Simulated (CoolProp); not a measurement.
The fluoroketone C6F12O (FK-5-1-12) along the isotherm 492.8 K: density (kg/m³) from the reference equation and from simpler models built on Tc = 441.8 K, pc = 1869 kPa, ω = 0.471; each cubic takes its own stable root.

Computed with CoolProp (reference Helmholtz-energy equation of state, McLinden 2015).

```json
[
 {"p (kPa)": "719", "phase": "gas", "reference": "61.08"},
 {"p (kPa)": "1440", "phase": "gas", "reference": "137.6"},
 {"p (kPa)": "2160", "phase": "supercritical", "reference": "240.1"},
 {"p (kPa)": "2880", "phase": "supercritical", "reference": "386.2"},
 {"p (kPa)": "3590", "phase": "supercritical", "reference": "569.8"},
 {"p (kPa)": "4310", "phase": "supercritical", "reference": "717.3"},
 {"p (kPa)": "5030", "phase": "supercritical", "reference": "809.8"},
 {"p (kPa)": "5750", "phase": "supercritical", "reference": "873.0"},
 {"p (kPa)": "6470", "phase": "supercritical", "reference": "920.1"},
 {"p (kPa)": "7190", "phase": "supercritical", "reference": "957.5"},
 {"p (kPa)": "7910", "phase": "supercritical", "reference": "988.4"},
 {"p (kPa)": "8630", "phase": "supercritical", "reference": "1015"},
 {"p (kPa)": "9350", "phase": "supercritical", "reference": "1038"}
]
```

Q: How far does each simpler model (van der Waals, Redlich-Kwong, Soave-Redlich-Kwong, Peng-Robinson) lie from the reference over these 13 states: mean and median of the absolute difference, and the worst?

A: 
- van der Waals: mean 13.0 %, median 15.8 %, worst +22.8 % at 492.8 K and 2880 kPa
- Redlich-Kwong: mean 4.0 %, median 3.3 %, worst +12.6 % at 492.8 K and 2880 kPa
- Soave-Redlich-Kwong: mean 8.2 %, median 9.2 %, worst -13.6 % at 492.8 K and 4310 kPa
- Peng-Robinson: mean 2.7 %, median 1.7 %, worst -7.0 % at 492.8 K and 4310 kPa
